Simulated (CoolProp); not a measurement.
Sulfur dioxide at 400.25 K and 12.5 MPa is throttled through a valve to 3.19 MPa with no heat exchange. Each further row changes one setting.

Values from CoolProp's reference Helmholtz-energy equation of state, Gao 2016.

| case | temperature change (K) | final phase | final density (kg/m³) |
|---|---|---|---|
| as stated | -20.3 | two-phase, vapour fraction 0.116 | 475 |
| outlet pressure 0.957 MPa | -72.4 | two-phase, vapour fraction 0.340 | 72.7 |
| outlet pressure 4.15 MPa | -6.6 | two-phase, vapour fraction 0.017 | 901 |
